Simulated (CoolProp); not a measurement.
Computed with CoolProp (reference Helmholtz-energy equation of state, Thol 2017).

Task: Give the vapour pressure (bar), vapour density (kg/m³), surface tension (mN/m) of saturated octamethyltrisiloxane (MDM) at 380.6 K.

Result: 
```
T (K)  p (bar)  vapour density (kg/m³)  surface tension (mN/m)
-----  -------  ----------------------  ----------------------
380.6    0.260                    2.00                    9.63
```

Surface tension comes from a separate correlation (Mulero 2014), older than this fluid's equation and unchecked against measurements.
